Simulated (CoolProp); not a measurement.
Ethanol along the isobar 3.67 MPa: fugacity coefficient from the reference equation and from simpler models built on Tc = 514.7 K, pc = 6.268 MPa, ω = 0.644; each cubic takes its own stable root.

The numbers come from the reference Helmholtz-energy equation of state, Schroeder 2014 in CoolProp.

| T (K) | phase | reference | van der Waals | Redlich-Kwong | Soave-Redlich-Kwong | Peng-Robinson |
|---|---|---|---|---|---|---|
| 262.9 | liquid | 0.0002257 | 0.06177 | 0.005766 | 0.0001782 | 0.0002128 |
| 271.5 | liquid | 0.0004252 | 0.07528 | 0.008738 | 0.0003537 | 0.0004127 |
| 280.1 | liquid | 0.0007667 | 0.09059 | 0.01281 | 0.0006666 | 0.0007615 |
| 288.7 | liquid | 0.001328 | 0.1078 | 0.01823 | 0.001199 | 0.001344 |
| 297.2 | liquid | 0.002206 | 0.1266 | 0.02517 | 0.002053 | 0.002263 |
| 305.8 | liquid | 0.003565 | 0.1476 | 0.03406 | 0.003405 | 0.003696 |
| 314.4 | liquid | 0.005588 | 0.1705 | 0.04508 | 0.005451 | 0.005837 |
| 322.9 | liquid | 0.008472 | 0.1951 | 0.05833 | 0.008407 | 0.008893 |
| 331.5 | liquid | 0.01258 | 0.2219 | 0.07435 | 0.01265 | 0.01324 |
| 340.1 | liquid | 0.01822 | 0.2505 | 0.09321 | 0.01853 | 0.01919 |
| 348.7 | liquid | 0.02581 | 0.2810 | 0.1151 | 0.02646 | 0.02717 |
| 357.2 | liquid | 0.03567 | 0.3130 | 0.1398 | 0.03678 | 0.03747 |
| 365.8 | liquid | 0.04852 | 0.3470 | 0.1682 | 0.05023 | 0.05082 |
| 374.4 | liquid | 0.06481 | 0.3826 | 0.1998 | 0.06724 | 0.06761 |
| 383 | liquid | 0.08507 | 0.4198 | 0.2348 | 0.08836 | 0.08835 |
